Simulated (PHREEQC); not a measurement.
Model water analysis in mg/L, 25 °C, pH 3.88, pe 8.1: Na 370; K 3.35; Ca 319; Mg 119; Cl 566; S(6) as SO4 1250; Ni 11.1; Zn 0.953; Pb 10.8; Fe(3) 1.54.

Valence states are taken as typed.

All values are PHREEQC results (ion-association model, wateq4f.dat), not measurements.

This is a speciation only: nothing precipitates in the calculation.

**Question.** Order these Zn species by the share of Zn that they hold, largest first: Zn(SO4)2-2, ZnCl+, Zn+2, ZnSO4.

**Answer.** Zn+2 (67 %), ZnSO4 (30 %), Zn(SO4)2-2 (2.2 %), ZnCl+ (1.4 %)

The pH is 3.88 and the ionic strength 0.0528 mol/kgw. Examples of supersaturated solids here: Jarosite-K, Anglesite. Others may be too. Species that the database lacks are ignored.
